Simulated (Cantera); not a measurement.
## Adiabatic ignition

An adiabatic, constant-volume homogeneous reactor starts with CH₄ : C₂H₆ : C₃H₈ : O₂ : N₂ : H₂O = 1 : 0.088 : 0.38 : 4.21 : 15.8 : 4.4 (molar parts), equivalence ratio 1.00, at 1398 K and 0.987 atm.

Detailed kinetics in Cantera: GRI-Mech 3.0 (53 species, 325 reactions). GRI-Mech 3.0 was tuned for natural gas; its chemistry of propane as a main component is partial and can be far from experiment.

```csv
t (s),T (K),P (bar),x CH₄,x C₂H₆,x C₃H₈,x NO₂,x CH₂O
3.00e-6,1398,1.000,0.0386,0.00340,0.0147,<1e-12,1.99e-7
9.49e-6,1397,0.999,0.0386,0.00339,0.0146,<1e-12,4.95e-6
3.00e-5,1395,0.999,0.0385,0.00338,0.0142,<1e-12,9.23e-5
9.49e-5,1397,1.00,0.0381,0.00363,0.0126,<1e-12,0.000560
0.000300,1443,1.05,0.0342,0.00362,0.00525,2.96e-12,0.00266
0.000949,2711,2.05,<1e-12,<1e-12,<1e-12,6.83e-7,5.03e-10
0.00300,2703,2.04,<1e-12,<1e-12,<1e-12,1.93e-6,5.12e-10
0.00949,2701,2.04,<1e-12,<1e-12,<1e-12,2.27e-6,5.15e-10
0.0300,2701,2.04,<1e-12,<1e-12,<1e-12,2.28e-6,5.15e-10
0.0949,2701,2.04,<1e-12,<1e-12,<1e-12,2.28e-6,5.15e-10
0.300,2701,2.04,<1e-12,<1e-12,<1e-12,2.28e-6,5.15e-10
0.949,2701,2.04,<1e-12,<1e-12,<1e-12,2.28e-6,5.15e-10
3.00,2701,2.04,<1e-12,<1e-12,<1e-12,2.28e-6,5.15e-10
```
x: mole fraction; the columns are a selection and need not sum to one.

```
Quantity                                                           Value
---------------------------------  -------------------------------------
time of steepest temperature rise                               0.370 ms
temperature at 3.00 s                                             2701 K
equilibrium temperature                                           2701 K
x(CH₄) at 3.00 s                   <1e-12 (gas-phase equilibrium <1e-12)
x(C₂H₆) at 3.00 s                  <1e-12 (gas-phase equilibrium <1e-12)
x(C₃H₈) at 3.00 s                  <1e-12 (gas-phase equilibrium <1e-12)
```
